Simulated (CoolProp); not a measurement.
Isopentane along the isobar 193 bar: Z from the reference equation and from simpler models built on Tc = 187.2 °C, pc = 33.78 bar, ω = 0.227; each cubic takes its own stable root.

The numbers come from the reference Helmholtz-energy equation of state, Lemmon 2006 in CoolProp. It is a short technical equation, of lower accuracy than the large ones.

```
T (°C)          phase  reference
------  -------------  ---------
140.25         liquid     0.7561
146.45         liquid     0.7533
152.65         liquid     0.7509
158.85         liquid     0.7487
165.05         liquid     0.7470
171.15         liquid     0.7455
177.35         liquid     0.7444
183.55         liquid     0.7436
189.75  supercritical     0.7432
195.95  supercritical     0.7431
202.15  supercritical     0.7433
208.25  supercritical     0.7438
214.45  supercritical     0.7446
220.65  supercritical     0.7457
226.85  supercritical     0.7472
```

How far does each simpler model (van der Waals, Soave-Redlich-Kwong, Peng-Robinson) lie from the reference over these 15 states: mean and median of the absolute difference, and the worst?


- van der Waals: mean 36.5 %, median 36.8 %, worst +42.0 % at 140.25 °C and 193 bar
- Soave-Redlich-Kwong: mean 5.9 %, median 5.9 %, worst +6.6 % at 226.85 °C and 193 bar
- Peng-Robinson: mean 4.8 %, median 4.9 %, worst -5.8 % at 140.25 °C and 193 bar
